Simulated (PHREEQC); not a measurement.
Consider water at 25 °C with 0.0031 mol KOH, 0.0031 mol KHSO4 and 0.052 mol KH2PO4 per kg of water. It is in equilibrium with CO2 at log p = -3.4 (atm). Otherwise closed; pH follows from the charge balance.

All values are PHREEQC results (ion-association model, phreeqc.dat), not measurements.

This is a speciation only: nothing precipitates in the calculation.

**Question.** Order these S species by the share of S that they hold, largest first: SO4-2, KSO4-, HSO4-.

**Answer.** SO4-2 (85 %), KSO4- (15 %), HSO4- (0.13 %)

The pH is 4.54 and the ionic strength 0.0606 mol/kgw. Species that the database lacks are ignored.
